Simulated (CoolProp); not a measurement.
Properties of R125 along the isotherm 97.35 °C (Tc = 66.0 °C, pc = 3.618 MPa, ω = 0.305).

Computed with CoolProp (reference Helmholtz-energy equation of state, Lemmon 2005).

```json
[
 {"p (MPa)": "1.29", "phase": "gas", "Joule-Thomson coefficient (K/MPa)": "7.745", "conductivity (mW/(m K))": "20.3", "fugacity coefficient": "0.9122"},
 {"p (MPa)": "2.58", "phase": "gas", "Joule-Thomson coefficient (K/MPa)": "8.546", "conductivity (mW/(m K))": "21.6", "fugacity coefficient": "0.8274"},
 {"p (MPa)": "3.88", "phase": "supercritical", "Joule-Thomson coefficient (K/MPa)": "9.347", "conductivity (mW/(m K))": "24.5", "fugacity coefficient": "0.7445"},
 {"p (MPa)": "5.17", "phase": "supercritical", "Joule-Thomson coefficient (K/MPa)": "8.967", "conductivity (mW/(m K))": "31.0", "fugacity coefficient": "0.6641"},
 {"p (MPa)": "6.46", "phase": "supercritical", "Joule-Thomson coefficient (K/MPa)": "5.545", "conductivity (mW/(m K))": "38.6", "fugacity coefficient": "0.5887"},
 {"p (MPa)": "7.75", "phase": "supercritical", "Joule-Thomson coefficient (K/MPa)": "2.999", "conductivity (mW/(m K))": "42.3", "fugacity coefficient": "0.5276"},
 {"p (MPa)": "9.05", "phase": "supercritical", "Joule-Thomson coefficient (K/MPa)": "1.915", "conductivity (mW/(m K))": "45.0", "fugacity coefficient": "0.4812"},
 {"p (MPa)": "10.3", "phase": "supercritical", "Joule-Thomson coefficient (K/MPa)": "1.371", "conductivity (mW/(m K))": "47.1", "fugacity coefficient": "0.4472"},
 {"p (MPa)": "11.6", "phase": "supercritical", "Joule-Thomson coefficient (K/MPa)": "1.025", "conductivity (mW/(m K))": "48.9", "fugacity coefficient": "0.4197"},
 {"p (MPa)": "12.9", "phase": "supercritical", "Joule-Thomson coefficient (K/MPa)": "0.7912", "conductivity (mW/(m K))": "50.5", "fugacity coefficient": "0.3981"},
 {"p (MPa)": "14.2", "phase": "supercritical", "Joule-Thomson coefficient (K/MPa)": "0.6230", "conductivity (mW/(m K))": "51.9", "fugacity coefficient": "0.3808"},
 {"p (MPa)": "15.5", "phase": "supercritical", "Joule-Thomson coefficient (K/MPa)": "0.4958", "conductivity (mW/(m K))": "53.2", "fugacity coefficient": "0.3668"},
 {"p (MPa)": "16.8", "phase": "supercritical", "Joule-Thomson coefficient (K/MPa)": "0.3960", "conductivity (mW/(m K))": "54.5", "fugacity coefficient": "0.3555"},
 {"p (MPa)": "18.1", "phase": "supercritical", "Joule-Thomson coefficient (K/MPa)": "0.3155", "conductivity (mW/(m K))": "55.6", "fugacity coefficient": "0.3463"}
]
```

Thermal conductivity comes from a separate model (Perkins 2006).
